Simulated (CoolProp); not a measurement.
Model: reference Helmholtz-energy equation of state, Thol 2021, in CoolProp.

For chlorine, give the phase and the Z, cp (kJ/(kg K)), cv (kJ/(kg K)), speed of sound (m/s) at 188.7 K and 3.14 MPa; 198.4 K and 1.82 MPa.


- 188.7 K and 3.14 MPa: liquid; Z 0.0833, cp 0.940, cv 0.527, speed of sound 1270
- 198.4 K and 1.82 MPa: liquid; Z 0.0467, cp 0.939, cv 0.520, speed of sound 1230
